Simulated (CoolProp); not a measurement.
Values from CoolProp's reference Helmholtz-energy equation of state, Colonna 2008. It is a short technical equation, of lower accuracy than the large ones.

Task: Give the vapour pressure (MPa), vapour Z, surface tension (mN/m) of saturated dodecamethylcyclohexasiloxane (D6) at 220.95, 263.15 °C.

Result: 
```json
[
 {"T (°C)": "220.95", "p (MPa)": "0.0575", "vapour Z": "0.938", "surface tension (mN/m)": "5.07"},
 {"T (°C)": "263.15", "p (MPa)": "0.149", "vapour Z": "0.870", "surface tension (mN/m)": "3.02"}
]
```

Surface tension comes from a separate correlation (Mulero 2014).
